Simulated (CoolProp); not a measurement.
R1224YDZ at 298.15 K and 0.125 MPa is compressed adiabatically to 0.24 MPa with isentropic efficiency 0.7. Each further row changes one setting.

Values from CoolProp's reference Helmholtz-energy equation of state, Akasaka 2023.

| case | work (kJ/kg) | final temperature (K) | final density (kg/m³) |
|---|---|---|---|
| as stated | 14.9 | 319.7 | 14.5 |
| efficiency 1 | 10.4 | 314.6 | 14.9 |
| efficiency 0.65 | 16.1 | 321.1 | 14.4 |
